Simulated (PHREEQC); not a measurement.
A made-up water analysis in mg/kgw, 20 °C, pH 3.31, pe 8.8: Na 1700; K 278; Ca 36.8; Mg 11; Cl 245; S(6) as SO4 3640; Cd 2.55; Mn(2) 0.486.

Cl is adjusted to close the charge balance.
Valence states are taken as typed.

Model: ion-association model, phreeqc.dat, run in PHREEQC.

Task: The ionic strength comes out as 0.112 mol/kgw. What activity coefficients do Cl-, SO4-2, Ca+2, Mg+2, HSO4- get?

Result: Cl- 0.76, SO4-2 0.36, Ca+2 0.38, Mg+2 0.40, HSO4- 0.78.

This is a speciation only: nothing precipitates in the calculation.
